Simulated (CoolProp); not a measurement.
C2F6 (R116) along the isotherm 178.1 K: density (kg/m³) from the reference equation and from simpler models built on Tc = 293.0 K, pc = 3048 kPa, ω = 0.257; each cubic takes its own stable root.

The numbers come from the reference Helmholtz-energy equation of state, Lemmon 2006 in CoolProp. It is a short technical equation, of lower accuracy than the large ones.

```json
[
 {"p (kPa)": "1090", "phase": "liquid", "reference": "1681"},
 {"p (kPa)": "2180", "phase": "liquid", "reference": "1685"},
 {"p (kPa)": "3270", "phase": "liquid", "reference": "1689"}
]
```

Task: How far does each simpler model (van der Waals, Redlich-Kwong) lie from the reference over these 3 states: mean and median of the absolute difference, and the worst?

Result: 
- van der Waals: mean 36.2 %, median 36.2 %, worst -36.6 % at 178.1 K and 1090 kPa
- Redlich-Kwong: mean 6.8 %, median 6.8 %, worst -7.0 % at 178.1 K and 1090 kPa
